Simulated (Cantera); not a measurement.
An isothermal plug-flow reactor at 950 K and 100000 Pa (inlet), inlet velocity 0.15 m/s, active area per volume 3700 1/m; feed CH4 : O2 : N2 = 0.0026 : 0.081 : 0.79 (molar parts).

Detailed kinetics in Cantera: Deutschmann's 1995 Pt surface mechanism with GRI-Mech 3.0 gas chemistry. Catalytic surfaces can have several steady states; this one follows from the mechanism file's or the stated starting coverage. Mass transfer to the wall is taken as infinitely fast.

What does this change do: temperature 950 to 750 K?


```csv
quantity,before,after
x(CH4) at z = 0.036 m,<1e-12,0.00234
x(O2) at z = 0.036 m,0.0868,0.0915
x(H2O) at z = 0.036 m,0.00595,0.00127
x(CO2) at z = 0.036 m,0.00297,0.000634
x(CO) at z = 0.036 m,6.85e-11,2.09e-7
θ(free Pt) at the exit,0.153,0.0189
θ(O*) at the exit,0.846,0.980
```
